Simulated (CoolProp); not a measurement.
The numbers come from the reference Helmholtz-energy equation of state, Pan 2012 in CoolProp.

Question: Give the vapour pressure (kPa), liquid density (kg/m³), vapour density (kg/m³), enthalpy of vaporisation (kJ/kg) of saturated R236FA at 339.4, 357.5, 361.1 K.

Answer: 
```csv
T (K),p (kPa),liquid density (kg/m³),vapour density (kg/m³),enthalpy of vaporisation (kJ/kg)
339.4,895,1200,61.4,118
357.5,1380,1110,99.7,102
361.1,1490,1090,110,98.0
```
